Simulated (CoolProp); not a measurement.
A Linde-Hampson liquefier for oxygen: isothermal reversible compression at 230 K from 1 atm to 15 MPa, throttling to 1 atm, return gas leaving the recuperator 10 K below the feed. Each further row changes one setting.

The numbers come from the reference Helmholtz-energy equation of state, Schmidt 1985 in CoolProp.

```tsv
case	liquid yield per pass	compression work (kJ/kg of gas)
as stated	…	283
high pressure 30 MPa	…	…
warm-end temperature 260 K	…	…
warm-end gap 15 K	…	283
```

Problem. Complete the blanks.

Solution. 
- as stated, liquid yield per pass: 0.159
- high pressure 30 MPa, liquid yield per pass: 0.253
- high pressure 30 MPa, compression work (kJ/kg of gas): 316
- warm-end temperature 260 K, liquid yield per pass: 0.103
- warm-end temperature 260 K, compression work (kJ/kg of gas): 327
- warm-end gap 15 K, liquid yield per pass: 0.147
